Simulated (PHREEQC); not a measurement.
Solution (25 °C): 2.8 mol/kgw HCl and 0.00088 mol/kgw NiCl2. Closed to the air; pH follows from the charge balance.

Model: ion-association model, wateq4f.dat, run in PHREEQC.

The ionic strength comes out as 2.80 mol/kgw. What activity coefficients do H+, Cl-, NiCl+, Ni+2 get?

H+ 0.72, Cl- 0.56, NiCl+ 1.3, Ni+2 2.7.

No solid was allowed to form. Caution: at this ionic strength the ion-association model is outside its range; a Pitzer model would be the better tool where its parameters exist. Species that the database lacks are ignored.
